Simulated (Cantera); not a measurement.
**Ignition delay**

Mixture: H2 : O2 : N2 = 1.7 : 0.333 : 1.25 (molar parts), at 1.20 bar, adiabatic and at constant volume. Ignition delay is the time to a rise of 400 K.

Cantera simulation using GRI-Mech 3.0 (53 species, 325 reactions); the numbers are that mechanism's predictions, not measurements. Where the delays flatten at high temperature, the 400 K rule measures the pace of heat release, not the induction time.

```tsv
T0 (K)	delay (ms)
1225	0.0400
1300	0.0278
1375	0.0206
1450	0.0162
1525	0.0135
1600	0.0118
1675	0.0107
1750	0.0102
1825	0.0100
```
